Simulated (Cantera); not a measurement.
An isothermal, constant-pressure homogeneous reactor starts with 49.8 % C2H4, 49.8 % H2, 0.359 % H2O, at 1400 K and 0.133 bar.

Detailed kinetics in Cantera: GRI-Mech 3.0 (53 species, 325 reactions). GRI-Mech 3.0 was tuned for natural gas; its chemistry of ethylene as a main component is partial and can be far from experiment. GRI-Mech 3.0 stops at C3 and has no aromatics, soot or wall deposition, so with more carbon than oxygen in the feed, carbon stays in small species such as C2H2 where larger ones or solid carbon would form.

### Question
Predict: x(C2H4) at 20.0 s; x(H2) at 20.0 s; x(CH4) at 20.0 s; x(H) at 20.0 s; x(C2H6) at 20.0 s; x(C2H) at 20.0 s.

### Answer
| Quantity | Result |
|---|---|
| x(C2H4) at 20.0 s | 0.0204 (gas-phase equilibrium 0.0195) |
| x(H2) at 20.0 s | 0.607 (gas-phase equilibrium 0.587) |
| x(CH4) at 20.0 s | 0.0624 (gas-phase equilibrium 0.0887) |
| x(H) at 20.0 s | 1.23e-5 (gas-phase equilibrium 1.03e-5) |
| x(C2H6) at 20.0 s | 2.73e-5 (gas-phase equilibrium 2.98e-5) |
| x(C2H) at 20.0 s | 6.04e-9 (gas-phase equilibrium 5.13e-9) |
